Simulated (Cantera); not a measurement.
A closed system holds: 1 mol Fe2O3, 400 mol H2, held at 825 °C and 0.140 bar.

Cantera equilibrium calculation (NASA polynomials, part measured and part estimated; ideal gas, pure solids and liquids). Candidate condensed phases: Fe, FeO, Fe(OH)2, Fe(OH)3, Fe2O3, Fe3O4, H2O; 12 gas species. Kinetics and transport are ignored.

Base state: H2 0.993, H2O 0.00750 (mole fractions); condensed: Fe(α).

**Question.** What changes in the equilibrium state with this change: Fe2O3 replaced by FeS?

**Answer.** 
```csv
species,before,after
H2,0.993,0.998
H2S,0,0.00225
H2O,0.00750,0
"Fe(α), mol",2.00,0.899
"FeS(s), mol",0,0.101
```
Mutual solubility and eutectic melting of coexisting phases are not modelled. FeS: taken at fixed stoichiometry. Further candidate phases: FeS, FeS2, S.
